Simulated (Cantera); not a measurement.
Charge: 1 mol TiCl₄, 0.72 mol CH₄, 20 mol H₂, held at 10000 Pa.

Method: chemical equilibrium by Gibbs-energy minimisation in Cantera with the NASA 1993 tables (ideal gas, pure condensed phases). Candidate condensed phases: C, C₆H₆, C₇H₈, C₈H₁₈, Ti, TiC, TiCl₂, TiCl₃, TiCl₄; 96 gas species. The tables' values for TiCl₂ are old estimates; treat these amounts as uncertain. TiC: taken at fixed stoichiometry. Equilibrium is a limit: real reactors are often held back by kinetics, nucleation or transport.

Question: At 1052 °C, list the 4 most abundant gas species with their mole fractions, and the condensed phases.

Answer: H₂ 0.856, HCl 0.132, TiCl₃ 0.00789, TiCl₄ 0.00418. Condensed: TiC(s).
